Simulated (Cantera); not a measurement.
Charge: 1 mol Si2H6, 7.9 mol N2O, held at 4.10 mbar.

These are equilibrium values from Cantera (NASA tables, ideal gas, pure condensed phases), not measurements of a reactor. Candidate condensed phases: H2O, Si, SiO2, Si2N2O, Si3N4; 35 gas species. The feed counts by its element totals alone. The tables hold silica as quartz up to 1696 K and as liquid above; real silica turns to tridymite and cristobalite and melts near 1996 K. Rates play no part.

**Question.** At 1223 K, list the 5 most abundant gas species with their mole fractions, and the condensed phases.

**Answer.** N2 0.696, H2O 0.264, O2 0.0396, NO 9.48e-5, OH 1.72e-5. Condensed: SiO2(β-quartz).
